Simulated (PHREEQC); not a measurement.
Dissolve 0.0012 mol (NH4)2SO4 per kg of water at 83 °C. Closed to the air; pH follows from the charge balance.

All values are PHREEQC results (ion-association model, phreeqc.dat), not measurements.

| Quantity | Value |
|---|---|
| pH | 5.30 |
| ionic strength | 0.00354 mol/kgw |
| specific conductance | 885 µS/cm |

```
species  molality  activity   log γ
-------  --------  --------  ------
NH4+      0.00237   0.00219  -0.033
SO4-2     0.00117  0.000879  -0.125
NH4SO4-   2.67e-5   2.49e-5  -0.032
NH3       7.42e-6   7.43e-6   0.000
H+        5.41e-6   5.06e-6  -0.029
HSO4-     2.08e-6   1.93e-6  -0.032
OH-       6.26e-8   5.81e-8  -0.032
```

Precipitation was switched off in this run. Complexes and solids missing from the database can't appear. Constants without temperature data keep their 25 °C values here.
